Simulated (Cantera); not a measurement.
Standard-state values (1 bar) from the NASA 1993 polynomials, evaluated with Cantera. Values are per mole of reaction as written; species without (g) are pure solids or liquids, kept so even where they would boil at 1 bar.

Q: Between 300 and 1775 K, where is each reaction favourable under standard conditions?
- 3 Cu + 2 NF₃(g) = 3 CuF₂(g) + 2 N(g)

A: 
- 3 Cu + 2 NF₃(g) = 3 CuF₂(g) + 2 N(g): ΔG° is 262 kJ at 300 K and -414 kJ at 1775 K; it changes sign between 775 and 975 K. ΔH° is 319 kJ and ΔS° 413 J/K at 1775 K.
